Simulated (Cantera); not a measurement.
Input: 1 mol SiC, 0.026 mol H2O, 35 mol H2, equilibrated at 14.0 Pa.

Cantera equilibrium calculation (NASA polynomials, part measured and part estimated; ideal gas, pure solids and liquids). Candidate condensed phases: C, C6H6, C7H8, C8H18, H2O, Si, SiC, SiO2; 123 gas species. Kinetics and transport are ignored. All values below are at 1625 K.

Base state: H2 0.993, H 0.00594, CO 0.000464, SiO 0.000276, Si 0.000182 (mole fractions); condensed: SiC(s).

Question: What changes in the equilibrium state with this change: H2 from 35 to 3.7 mol?

Answer: 
| species | before | after |
|---|---|---|
| H2 | 0.993 | 0.987 |
| H | 0.00594 | 0.00592 |
| CO | 0.000464 | 0.00357 |
| SiO | 0.000276 | 0.00334 |
| Si | 0.000182 | 0.000228 |
| SiC(s), mol | 0.984 | 0.987 |
